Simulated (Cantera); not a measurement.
What does this Cantera script print?

```python
import numpy as np
import cantera as ct

gas = ct.Solution("gri30.yaml")
gas.TPX = 2900, 2666, {'CH4': 0.049, 'H2': 1, 'N2': 0.0063}
reactor = ct.IdealGasConstPressureReactor(gas, energy="off", clone=False)
net = ct.ReactorNet([reactor])
net.rtol, net.atol = 1e-08, 1e-18
show = ['CH4', 'H2', 'C2H2', 'C2H6', 'C2H4', 'CH3']
times = np.geomspace(0.0004, 200, 15)

steps = ct.SolutionArray(gas, extra=["t"])
rows = []
print(f"{'t/s':>10s}{'T/K':>9s}{'P/Pa':>11s}" + "".join(f"{s:>11s}" for s in show))
for t in times:
    while net.time < t:
        t_next = net.step()
        steps.append(gas.state, t=t_next)
    rows.append([np.interp(t, steps.t, y) for y in (steps.T, steps.P, *steps(*show).X.T)])
    print(f"{t:10.3e}{rows[-1][0]:9.1f}{rows[-1][1]:11.4g}" + "".join(f"{x:11.3e}" for x in rows[-1][2:]))
rate = np.gradient(steps.T, steps.t)
print("integrator steps:", len(steps.t))
if steps.T.max() > steps.T[0] + 200:
    print(f"time of steepest temperature rise: {steps.t[rate.argmax()]:.4e} s")
gas.TPX = 2900, 2666, {'CH4': 0.049, 'H2': 1, 'N2': 0.0063}
gas.equilibrate("TP")
print(f"equilibrium (TP): T = {gas.T:.1f} K  " + "  ".join(f"{s} {gas[s].X[0]:.3e}" for s in show))
```

It prints:

```
       t/s      T/K       P/Pa        CH4         H2       C2H2       C2H6       C2H4        CH3
 4.000e-04   2900.0       2666  3.242e-03  9.036e-01  1.746e-02  1.875e-07  3.917e-05  3.861e-03
 1.021e-03   2900.0       2666  5.119e-04  8.901e-01  2.024e-02  5.739e-09  4.931e-06  7.815e-04
 2.607e-03   2900.0       2666  8.798e-05  8.675e-01  2.046e-02  2.084e-10  2.306e-06  1.767e-04
 6.657e-03   2900.0       2666  2.022e-05  8.240e-01  1.990e-02  1.443e-11  1.166e-06  6.029e-05
 1.700e-02   2900.0       2666  5.777e-06  7.405e-01  1.861e-02  1.645e-12  4.262e-07  2.983e-05
 4.339e-02   2900.0       2666  1.473e-06  6.155e-01  1.651e-02  1.550e-13  1.255e-07  1.403e-05
 1.108e-01   2900.0       2666  5.433e-07  5.112e-01  1.453e-02  2.839e-14  4.912e-08  8.035e-06
 2.828e-01   2900.0       2666  4.251e-07  4.853e-01  1.386e-02  1.878e-14  3.849e-08  6.990e-06
 7.221e-01   2900.0       2666  4.205e-07  4.848e-01  1.359e-02  1.840e-14  3.761e-08  6.928e-06
 1.844e+00   2900.0       2666  4.158e-07  4.849e-01  1.324e-02  1.799e-14  3.663e-08  6.850e-06
 4.707e+00   2900.0       2666  4.093e-07  4.849e-01  1.280e-02  1.743e-14  3.542e-08  6.744e-06
 1.202e+01   2900.0       2666  4.029e-07  4.849e-01  1.238e-02  1.689e-14  3.426e-08  6.638e-06
 3.068e+01   2900.0       2666  3.996e-07  4.849e-01  1.217e-02  1.661e-14  3.369e-08  6.583e-06
 7.834e+01   2900.0       2666  3.992e-07  4.849e-01  1.215e-02  1.658e-14  3.362e-08  6.577e-06
 2.000e+02   2900.0       2666  3.992e-07  4.849e-01  1.215e-02  1.658e-14  3.362e-08  6.577e-06
integrator steps: 2163
equilibrium (TP): T = 2900.0 K  CH4 4.008e-07  H2 4.849e-01  C2H2 1.214e-02  C2H6 1.670e-14  C2H4 3.362e-08  CH3 6.602e-06
```

Cantera simulation using GRI-Mech 3.0 (53 species, 325 reactions); the numbers are that mechanism's predictions, not measurements. GRI-Mech 3.0 stops at C3 and has no aromatics, soot or wall deposition, so with more carbon than oxygen in the feed, carbon stays in small species such as C2H2 where larger ones or solid carbon would form. Radical loss at walls, strong at low pressure, is not modelled.
